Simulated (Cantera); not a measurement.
**Premixed flame**

A freely propagating, adiabatic, planar premixed flame of 6.79 % CH4, 17.9 % O2, 67.2 % N2, 8.15 % CO2, equivalence ratio 0.76, unburnt at 698 K and 100.0 Torr; mixture-averaged transport, grid criteria slope 0.08 and curve 0.16, no radiation.

Cantera simulation using GRI-Mech 3.0 (53 species, 325 reactions); the numbers are that mechanism's predictions, not measurements. Burning velocities carry a grid error of a few per cent, more on coarse grids.

```
z (mm)  T (K)  u (m/s)     x CH4    x O2   x CO2  x CH2CO    x CH2    x C2H
------  -----  -------  --------  ------  ------  -------  -------  -------
-7.65     698     1.51    0.0679   0.179  0.0815    <1e-8    <1e-8    <1e-8
-5.10     699     1.52    0.0677   0.178  0.0814    <1e-8    <1e-8    <1e-8
-3.83     703     1.53    0.0673   0.178  0.0813  1.26e-8    <1e-8    <1e-8
-2.55     728     1.59    0.0651   0.175  0.0810  1.87e-7    <1e-8    <1e-8
-1.28     928     2.04    0.0504   0.158  0.0815  6.16e-6  3.57e-7    <1e-8
-0.638   1207     2.68    0.0300   0.130  0.0842  2.87e-5  6.76e-6    <1e-8
0        1514     3.39   0.00851  0.0924  0.0907  4.24e-5  2.40e-5  1.47e-8
0.638    1644     3.68  0.000876  0.0693  0.0993  8.65e-6  5.59e-6    <1e-8
1.28     1671     3.74   5.10e-5  0.0611   0.106  4.74e-7  3.54e-7    <1e-8
2.55     1695     3.78   2.15e-7  0.0568   0.114    <1e-8    <1e-8    <1e-8
5.10     1728     3.84     <1e-8  0.0547   0.120    <1e-8    <1e-8    <1e-8
10.2     1772     3.93     <1e-8  0.0532   0.123    <1e-8    <1e-8    <1e-8
20.4     1831     4.04     <1e-8  0.0515   0.126    <1e-8    <1e-8    <1e-8
```
x: mole fraction of selected species; z is measured from the peak of heat release.

```yaml
laminar_burning_velocity: 151 cm/s
thermal_thickness: 2.55 mm
peak x(CH2CO): 4.57e-5
peak x(CH2): 2.40e-5
peak x(C2H): 2.02e-8
grid_points: 146
```
